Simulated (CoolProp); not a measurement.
The fluid at 311 K and 0.031 MPa flows at 0.54 m/s in a round tube of 100 mm bore and 0.25 µm roughness, fully developed (64/Re and Nu = 3.66 if laminar; Colebrook and Gnielinski if turbulent). The same conditions are run with several fluids, on thermodynamics alone (safety and materials aside).

The numbers come from the reference Helmholtz-energy equation of state of each fluid (c-C4F8 (RC318): Platzer 1990; R134a: Tillner-Roth 1994; ammonia: Gao 2020; C2F6 (R116): Lemmon 2006) in CoolProp. The equations of Platzer and Polt are older, rougher fits.

```tsv
fluid	Reynolds number	Darcy friction factor	pressure drop (Pa/m)	heat-transfer coefficient (W/(m² K))	mass flow (kg/h)
c-C4F8 (RC318)	10900	(withheld)	0.106	4.19	36.9
R134a	5380	0.0366	0.0656	2.53	18.8
ammonia	(withheld)	(withheld)	0.0183	0.954	3.13
C2F6 (R116)	(withheld)	0.0354	0.0855	3.10	25.3
```

Q: What belongs in the gaps?

A: 
- c-C4F8 (RC318), Darcy friction factor: 0.0302
- ammonia, Reynolds number: 1040
- ammonia, Darcy friction factor: 0.0613
- C2F6 (R116), Reynolds number: 6090

Transport values come from each fluid's own correlations; those of c-C4F8 (RC318), R134a, C2F6 (R116) are estimates that may be off by 10 % or more.
